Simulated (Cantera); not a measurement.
Cantera run:

```python
import numpy as np
import cantera as ct

gas_names = """
    AL ALH ALN ALO ALOH ALO2 ALO2H AL2 AL2O AL2O2 H HALO HNO HNO2 HNO3 HO2 H2 H2O H2O2 N NH NH2 NH3
    NH2OH NO NO2 NO3 N2 N2H2 N2H4 N2O O OH O2 O3
""".split()
cond_names = """
    AL(cr) AL(L) ALN(s) AL2O3(a) AL2O3(L) H2O(s) H2O(L)
""".split()


# ... load() reads the species with a 1 bar reference pressure and builds the phases ...
atoms = {
    'AlN': {'AL': 1, 'N': 1},
    'H2O': {'H': 2, 'O': 1},
}
top_T = {'ALN(s)': 2750}  # K; cautious upper limits of use, not melting points


# ... equilibrate(T, P, feed) seeds the gas with the atoms and calls Mixture.equilibrate('TP', solver="vcs", rtol=1e-11, max_steps=5000) ...
results = []
feed = {'AlN': 1, 'H2O': 4.8}  # mol
T = 750  # K
P = 75  # Pa
mix = equilibrate(T, P, feed)
results.append((T, P, feed, dict(zip(mix.species_names, mix.species_moles))))
x = sorted(zip(gas.X, gas.species_names), reverse=True)
print(f"T = {T:g} K  P = {P:g} Pa  gas = {mix.phase_moles(0):.4g} mol")
print("   x: " + "  ".join(f"{s} {v:.3e}" for v, s in x if v > 0.0001))
print("   condensed (mol): " + ("  ".join(f"{mix.phase(i).name} {mix.phase_moles(i):.4g}"
      for i in range(1, mix.n_phases) if mix.phase_moles(i) > 1e-12) or "none"))
```

Output:

```
T = 750 K  P = 75 Pa  gas = 5.3 mol
   x: H2O 6.226e-01  H2 2.830e-01  N2 9.434e-02
   condensed (mol): AL2O3(a) 0.5
```

Cantera equilibrium calculation (NASA polynomials, part measured and part estimated; ideal gas, pure solids and liquids).
